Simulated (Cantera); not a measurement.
Cantera run, input and output.

```python
import numpy as np
import cantera as ct

gas = ct.Solution("gri30.yaml", transport_model="mixture-averaged")
show = ['N2', 'NO', 'OH']

rows = []
print(f"{'T/K':>7s}{'rho':>11s}{'cp':>10s}{'mu':>11s}{'lambda':>11s}{'Pr':>7s}" + "".join(f"{'D_' + s:>11s}" for s in show))
for T in [400, 550, 700, 850, 1000, 1150, 1300, 1450, 1600]:
    gas.TPX = T, 500000, {'O2': 0.73}
    Pr = gas.cp_mass * gas.viscosity / gas.thermal_conductivity
    D = [gas.mix_diff_coeffs_mole[gas.species_index(s)] for s in show]
    rows.append([gas.density, gas.cp_mass, gas.viscosity, gas.thermal_conductivity, Pr, *D])
    print(f"{T:7g}{gas.density:11.4e}{gas.cp_mass:10.1f}{gas.viscosity:11.4e}"
          f"{gas.thermal_conductivity:11.4e}{Pr:7.3f}" + "".join(f"{d:11.4e}" for d in D))
print("SI units: kg/m3, J/kg/K, Pa s, W/m/K, m2/s")
```

Result:

```
    T/K        rho        cp         mu     lambda     Pr       D_N2       D_NO       D_OH
    400 4.8106e+00     941.4 2.5629e-05 3.3852e-02  0.713 6.9984e-06 6.8734e-06 1.0793e-05
    550 3.4986e+00     987.2 3.2102e-05 4.4709e-02  0.709 1.2082e-05 1.1866e-05 1.8577e-05
    700 2.7489e+00    1031.1 3.7824e-05 5.4969e-02  0.709 1.8166e-05 1.7841e-05 2.7890e-05
    850 2.2638e+00    1064.7 4.3049e-05 6.4573e-02  0.710 2.5165e-05 2.4715e-05 3.8603e-05
   1000 1.9242e+00    1090.2 4.7912e-05 7.3608e-02  0.710 3.3017e-05 3.2427e-05 5.0620e-05
   1150 1.6732e+00    1108.6 5.2496e-05 8.2174e-02  0.708 4.1674e-05 4.0930e-05 6.3871e-05
   1300 1.4802e+00    1124.6 5.6858e-05 9.0366e-02  0.708 5.1099e-05 5.0187e-05 7.8297e-05
   1450 1.3271e+00    1138.7 6.1035e-05 9.8260e-02  0.707 6.1259e-05 6.0165e-05 9.3850e-05
   1600 1.2026e+00    1151.4 6.5055e-05 1.0592e-01  0.707 7.2128e-05 7.0840e-05 1.1049e-04
SI units: kg/m3, J/kg/K, Pa s, W/m/K, m2/s
```

Detailed kinetics in Cantera: GRI-Mech 3.0 (53 species, 325 reactions).
